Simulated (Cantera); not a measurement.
Cantera run, input and output.

```python
import numpy as np
import cantera as ct

gas = ct.Solution("gri30.yaml")
gas.TPX = 1725, 44000, {'CH4': 1, 'CO2': 0.43}
inlet = ct.Reservoir(gas, clone=True)

reactor = ct.IdealGasConstPressureReactor(gas, energy="off", clone=False)
exhaust = ct.Reservoir(gas, clone=True)
tau = [13, 4.9, 1.9, 0.73, 0.28, 0.11, 0.042, 0.016, 0.0062][0]
for a, b in ((inlet, reactor), (reactor, exhaust)):
    ct.MassFlowController(a, b, mdot=lambda t: reactor.mass / tau)
net = ct.ReactorNet([reactor])
show = ['CH4', 'CO2', 'CO', 'CH2', 'O', 'CH2CO']

rows = []
print(f"{'tau/s':>10s}{'T/K':>9s}" + "".join(f"{s:>11s}" for s in show))
for tau in [13, 4.9, 1.9, 0.73, 0.28, 0.11, 0.042, 0.016, 0.0062]:
    net.initial_time = 0.0
    net.advance(30 * tau)
    before = gas.X
    net.advance(40 * tau)
    drift = np.max(np.abs(gas.X - before) / (gas.X + 1e-9))
    rows.append([gas.T, *gas[show].X, drift])
    print(f"{tau:10.3e}{gas.T:9.1f}" + "".join(f"{x:11.3e}" for x in gas[show].X))
```

It prints:

```
     tau/s      T/K        CH4        CO2         CO        CH2          O      CH2CO
 1.300e+01   1725.0  1.271e-02  1.724e-03  2.946e-01  4.100e-08  2.263e-11  2.908e-06
 4.900e+00   1725.0  1.866e-02  3.947e-03  2.835e-01  6.442e-08  4.877e-11  6.476e-06
 1.900e+00   1725.0  2.805e-02  7.936e-03  2.645e-01  1.033e-07  8.780e-11  1.346e-05
 7.300e-01   1725.0  4.296e-02  1.464e-02  2.369e-01  1.637e-07  1.332e-10  2.536e-05
 2.800e-01   1725.0  6.705e-02  2.635e-02  2.039e-01  2.445e-07  1.702e-10  4.045e-05
 1.100e-01   1725.0  1.065e-01  4.906e-02  1.676e-01  3.292e-07  1.841e-10  5.041e-05
 4.200e-02   1725.0  1.755e-01  9.541e-02  1.213e-01  4.032e-07  1.674e-10  4.529e-05
 1.600e-02   1725.0  2.806e-01  1.633e-01  6.765e-02  4.718e-07  1.263e-10  2.711e-05
 6.200e-03   1725.0  4.047e-01  2.244e-01  2.788e-02  5.666e-07  8.484e-11  1.122e-05
```

Detailed kinetics in Cantera: GRI-Mech 3.0 (53 species, 325 reactions). GRI-Mech 3.0 stops at C3 and has no aromatics, soot or wall deposition, so with more carbon than oxygen in the feed, carbon stays in small species such as C2H2 where larger ones or solid carbon would form.
